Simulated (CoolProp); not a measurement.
Vapour-liquid equilibrium of CHF3 (R23) (1) + propylene (2) at 0.965 MPa; x and y are mole fractions of (1).

Computed with CoolProp (multi-fluid Helmholtz-energy mixture model, Penoncello 2003 and Lemmon 2013; pair parameters Bell 2016).

Q: Give the bubble temperature and the first vapour's composition at x = 0.05, 0.35, 0.5. Is there an azeotrope?

A: x = 0.05: 280.8 K, y = 0.243; x = 0.35: 253.1 K, y = 0.729; x = 0.5: 248.6 K, y = 0.793. No azeotrope shows between x = 0.05 and 0.95.

The pair parameters rest on a limited set of measurements; away from them the model extrapolates.
